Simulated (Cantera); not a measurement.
Input: 1 mol c-C₄F₈, 0.014 mol HCl, 0.19 mol H₂, held at 1500 K and 0.00770 bar.

Equilibrium computed with Cantera from the NASA thermochemical tables; the gas is ideal and each condensed phase is pure. Candidate condensed phases: C, C₆H₆, C₇H₈, C₈H₁₈; 118 gas species. The feed counts by its element totals alone. Gases not in the tables: C₂F₆ and larger saturated fluorocarbons. Rates play no part.

What is the equilibrium state?


* **x(CF₄)**: 0.823
* **x(HF)**: 0.170
* **x(Cl)**: 0.00523
* **x(CF₂)**: 0.000442
* **x(HCl)**: 0.000420
* **x(CClF₃)**: 0.000285
* **x(CF₃)**: 9.15e-5
* **x(F)**: 7.23e-5
* **x(Cl₂)**: 6.18e-5
* **n(C(graphite))**: 2.10 mol
* **gas amount**: 2.309 mol
